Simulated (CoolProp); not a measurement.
A simple Rankine cycle with neopentane: condensing at 329.15 K, boiler at 1.36 MPa, turbine inlet 388.3 K, turbine efficiency 0.75, pump efficiency 0.7, no recuperator. Each further row changes one setting.

The numbers come from the reference Helmholtz-energy equation of state, Lemmon 2006 in CoolProp. It is a short technical equation, of lower accuracy than the large ones.

```
case                             thermal efficiency (%)  net work (kJ/kg)  heat in (kJ/kg)  turbine exit temperature (K)  volume ratio over the turbine
-------------------------------  ----------------------  ----------------  ---------------  ----------------------------  -----------------------------
as stated                                           8.0              29.3              366                         359.4                            ___
turbine inlet 408.3 K                               7.8               ___              416                         381.5                           3.59
condensing temperature 321.15 K                     9.1              35.0              385                         355.3                           4.65
boiler pressure 0.952 MPa                           ___              22.4              382                         370.3                           2.41
turbine efficiency 0.65                             ___              25.1              366                         361.4                           3.77
```

Q: Complete the blanks.

A: 
- as stated, volume ratio over the turbine: 3.75
- turbine inlet 408.3 K, net work (kJ/kg): 32.4
- boiler pressure 0.952 MPa, thermal efficiency (%): 5.9
- turbine efficiency 0.65, thermal efficiency (%): 6.9
